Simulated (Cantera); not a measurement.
Cantera run:

```python
import numpy as np
import cantera as ct

gas_names = """
    CL CL2 H HCL H2 N NH NH2 NH3 N2 N2H2 N2H4 Si SiCL SiCL2 SiCL3 SiCL4 SiH SiHCL3 SiH2 SiH2CL2 SiH3
    SiH3CL SiH4 SiN Si2 Si2N Si3
""".split()
cond_names = """
    NH4CL(a) NH4CL(b) Si(cr) Si(L) Si3N4(a)
""".split()


def load(file, names, dense=False):
    # The tables refer to 1 bar. Condensed volumes are neglected.
    table = {s.name: s for s in ct.Species.list_from_file(file)}
    out = []
    for n in names:
        d = dict(table[n].input_data)
        d["thermo"] = dict(d["thermo"], **{"reference-pressure": 1e5})
        if dense:
            d["equation-of-state"] = {"model": "constant-volume", "density": "1e6 g/cm^3"}
        out.append(ct.Species.from_dict(d))
    return out


gas = ct.Solution(thermo="ideal-gas", species=load("nasa_gas.yaml", gas_names))
cond = {s.name: ct.Solution(thermo="fixed-stoichiometry", species=[s], name=s.name)
        for s in load("nasa_condensed.yaml", cond_names, dense=True)}
atoms = {
    'Si2Cl6': {'Si': 2, 'CL': 6},
    'NH3': {'N': 1, 'H': 3},
    'N2': {'N': 2},
}
top_T = {'Si3N4(a)': 2400}  # K; cautious upper limits of use, not melting points


def equilibrate(T, P, feed):
    n = {}
    for name, mol in feed.items():
        for a, k in atoms[name].items():
            n[a] = n.get(a, 0.0) + k * mol
    gas.TPX = T, P, n
    mass = sum(n.values()) * gas.mean_molecular_weight
    gas.equilibrate("TP")
    valid = [c for c in cond.values() if c.min_temp <= T <= top_T.get(c.name, c.max_temp)]
    mix = ct.Mixture([(gas, mass / gas.mean_molecular_weight)] + [(c, 0.0) for c in valid])
    mix.T, mix.P = T, P
    mix.equilibrate("TP", solver="vcs", rtol=1e-11, max_steps=5000)
    return mix


results = []
feed = {'Si2Cl6': 1, 'NH3': 4, 'N2': 8.1}  # mol
P = 5  # Pa
for T in [1273, 1348, 1423, 1498, 1573, 1648, 1723, 1798, 1873, 1948, 2023]:
    mix = equilibrate(T, P, feed)
    results.append((T, P, feed, dict(zip(mix.species_names, mix.species_moles))))
    x = sorted(zip(gas.X, gas.species_names), reverse=True)
    print(f"T = {T:g} K  P = {P:g} Pa  gas = {mix.phase_moles(0):.4g} mol")
    print("   x: " + "  ".join(f"{s} {v:.3e}" for v, s in x if v > 0.0001))
    print("   condensed (mol): " + ("  ".join(f"{mix.phase(i).name} {mix.phase_moles(i):.4g}"
          for i in range(1, mix.n_phases) if mix.phase_moles(i) > 1e-12) or "none"))
```

Result:

```
T = 1273 K  P = 5 Pa  gas = 18.2 mol
   x: N2 5.071e-01  HCL 2.501e-01  H2 2.046e-01  SiCL2 3.542e-02  SiCL3 1.951e-03  SiCL4 7.045e-04
   condensed (mol): Si3N4(a) 0.4356
T = 1348 K  P = 5 Pa  gas = 18.6 mol
   x: N2 5.169e-01  H2 2.304e-01  HCL 1.841e-01  SiCL2 6.686e-02  SiCL3 1.348e-03  H 1.571e-04  SiCL4 1.364e-04  CL 1.046e-04
   condensed (mol): Si3N4(a) 0.2428
T = 1423 K  P = 5 Pa  gas = 18.97 mol
   x: N2 5.256e-01  H2 2.536e-01  HCL 1.249e-01  SiCL2 9.450e-02  SiCL3 6.965e-04  H 4.730e-04  CL 1.908e-04
   condensed (mol): Si3N4(a) 0.06418
T = 1498 K  P = 5 Pa  gas = 19.12 mol
   x: N2 5.283e-01  H2 2.611e-01  HCL 1.043e-01  SiCL2 1.039e-01  H 1.242e-03  CL 4.001e-04  SiCL3 3.785e-04  SiCL 1.672e-04  Si 1.560e-04
   condensed (mol): none
T = 1573 K  P = 5 Pa  gas = 19.15 mol
   x: N2 5.273e-01  H2 2.591e-01  HCL 1.053e-01  SiCL2 1.029e-01  H 2.927e-03  CL 9.454e-04  Si 7.812e-04  SiCL 4.608e-04  SiCL3 2.398e-04
   condensed (mol): none
T = 1648 K  P = 5 Pa  gas = 19.25 mol
   x: N2 5.246e-01  H2 2.540e-01  HCL 1.090e-01  SiCL2 9.948e-02  H 6.347e-03  Si 3.085e-03  CL 2.136e-03  SiCL 1.092e-03  SiCL3 1.598e-04
   condensed (mol): none
T = 1723 K  P = 5 Pa  gas = 19.47 mol
   x: N2 5.188e-01  H2 2.427e-01  HCL 1.183e-01  SiCL2 9.133e-02  H 1.270e-02  Si 9.007e-03  CL 4.797e-03  SiCL 2.133e-03  SiCL3 1.116e-04
   condensed (mol): none
T = 1798 K  P = 5 Pa  gas = 19.86 mol
   x: N2 5.084e-01  H2 2.238e-01  HCL 1.329e-01  SiCL2 7.743e-02  H 2.356e-02  Si 1.953e-02  CL 1.071e-02  SiCL 3.398e-03
   condensed (mol): none
T = 1873 K  P = 5 Pa  gas = 20.49 mol
   x: N2 4.928e-01  H2 1.986e-01  HCL 1.475e-01  SiCL2 5.887e-02  H 4.068e-02  Si 3.385e-02  CL 2.288e-02  SiCL 4.521e-03
   condensed (mol): none
T = 1948 K  P = 5 Pa  gas = 21.41 mol
   x: N2 4.717e-01  H2 1.702e-01  HCL 1.541e-01  H 6.593e-02  Si 4.987e-02  CL 4.474e-02  SiCL2 3.815e-02  SiCL 5.062e-03  SiH 1.118e-04
   condensed (mol): none
T = 2023 K  P = 5 Pa  gas = 22.62 mol
   x: N2 4.465e-01  HCL 1.450e-01  H2 1.421e-01  H 1.012e-01  CL 7.673e-02  Si 6.407e-02  SiCL2 1.943e-02  SiCL 4.643e-03  SiH 1.098e-04
   condensed (mol): none
```

Method: chemical equilibrium by Gibbs-energy minimisation in Cantera with the NASA 1993 tables (ideal gas, pure condensed phases). The feed counts by its element totals alone. The tables' values for SiCl, SiCl3, SiN are old estimates; treat these amounts as uncertain.
